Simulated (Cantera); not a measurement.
A Cantera script and what it prints.

```python
import numpy as np
import cantera as ct

gas_names = """
    B BF BF2 BF3 BH BHF2 BH2 BH3 B2 F F2 H HF H2 H2F2 H3F3 H4F4 H5F5 H6F6 H7F7
""".split()
cond_names = """
    B(b) B(L)
""".split()


# ... load() reads the species with a 1 bar reference pressure and builds the phases ...
atoms = {
    'BF3': {'B': 1, 'F': 3},
    'H2': {'H': 2},
}
top_T = {}  # K; cautious upper limits of use, not melting points


# ... equilibrate(T, P, feed) seeds the gas with the atoms and calls Mixture.equilibrate('TP', solver="vcs", rtol=1e-11, max_steps=5000) ...
results = []
T = 1125  # K
P = 17000  # Pa
for m in [4.2, 6, 8.5, 12, 17, 24, 34, 48, 68, 97, 140, 190]:
    feed = {'BF3': 1, 'H2': m}  # mol
    mix = equilibrate(T, P, feed)
    results.append((T, P, feed, dict(zip(mix.species_names, mix.species_moles))))

top = {s: max(r[3][s] / sum(r[3][g] for g in gas_names) for r in results) for s in gas_names}
cols = sorted((s for s in top if top[s] > 0.001), key=lambda s: -top[s])[:9]
seen = [c for c in cond_names if any(r[3].get(c, 0) > 1e-12 for r in results)]
print("log10 of partial pressures in bar; condensed amounts in mol")
print(f"{'n(H2)':>10s}" + "".join(f"{s[:9]:>10s}" for s in cols + seen))
for T, P, feed, n in results:
    ng = sum(n[g] for g in gas_names)
    print(f"{feed['H2']:10.4g}" + "".join(f"{np.log10(max(n[s] / ng * P / 1e5, 1e-99)):10.3f}" for s in cols)
          + "".join(f"{n.get(c, 0):10.4g}" for c in seen))
```

Output:

```
log10 of partial pressures in bar; condensed amounts in mol
     n(H2)        H2       BF3        HF      BHF2
       4.2    -0.863    -1.490    -3.446    -3.447
         6    -0.837    -1.620    -3.498    -3.499
       8.5    -0.819    -1.754    -3.555    -3.557
        12    -0.805    -1.892    -3.617    -3.619
        17    -0.795    -2.034    -3.684    -3.685
        24    -0.788    -2.179    -3.752    -3.754
        34    -0.783    -2.327    -3.824    -3.825
        48    -0.779    -2.476    -3.896    -3.898
        68    -0.776    -2.628    -3.971    -3.972
        97    -0.774    -2.784    -4.048    -4.049
       140    -0.773    -2.946    -4.129    -4.130
       190    -0.772    -3.083    -4.196    -4.198
```

Cantera equilibrium calculation (NASA polynomials, part measured and part estimated; ideal gas, pure solids and liquids).
